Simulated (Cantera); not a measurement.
A closed system holds: 1 mol AlN, 7.4 mol H2, held at 1300 Pa.

Method: chemical equilibrium by Gibbs-energy minimisation in Cantera with the NASA 1993 tables (ideal gas, pure condensed phases). Candidate condensed phases: Al, AlN; 13 gas species. Equilibrium is a limit: real reactors are often held back by kinetics, nucleation or transport.

Task: What share of the Al ends up in condensed phases as a function of T (K), at 1725, 1775, 1825, 1875, 1925, 1975, 2025, 2075, 2125, 2175, 2225, 2275, 2325, 2375?

Result: 
```
T (K)  Al condensed (%)      as
-----  ----------------  ------
1725               99.0  AlN(s)
1775               97.7  AlN(s)
1825               95.1  AlN(s)
1875               89.5  AlN(s)
1925               78.5  AlN(s)
1975               56.4  AlN(s)
2025               11.1  AlN(s)
2075                0.0       -
2125                0.0       -
2175                0.0       -
2225                0.0       -
2275                0.0       -
2325                0.0       -
2375                0.0       -
```
